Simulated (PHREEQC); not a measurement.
Synthetic water in mg/kgw, 25 °C, pH 5.92, pe 11.4:

| constituent | mg/kgw |
|---|---|
| Na | 0.299 |
| K | 0.0251 |
| Ca | 0.371 |
| Mg | 0.189 |
| Cl | 0.282 |
| S(6) as SO4 | 1.14 |
| Alkalinity as HCO3 | 0.931 |
| Cd | 0.012 |

Na is adjusted to close the charge balance.
Valence states are taken as typed.

Model: ion-association model, wateq4f.dat, run in PHREEQC.

```
Quantity                 Result
--------------  ---------------
ionic strength  7.70e-5 mol/kgw
```

```tsv
species	molality	activity	log γ
CO2	4.40e-5	4.40e-5	0.000
HCO3-	1.65e-5	1.63e-5	-0.004
Na+	1.20e-5	1.19e-5	-0.004
SO4-2	1.18e-5	1.13e-5	-0.018
Ca+2	9.24e-6	8.87e-6	-0.018
Cl-	7.95e-6	7.87e-6	-0.004
Mg+2	7.75e-6	7.44e-6	-0.018
H+	1.21e-6	1.20e-6	-0.004
K+	6.42e-7	6.35e-7	-0.004
Cd+2	1.06e-7	1.02e-7	-0.018
CaSO4	2.01e-8	2.01e-8	0.000
MgSO4	1.98e-8	1.98e-8	0.000
```

No solid was allowed to form.
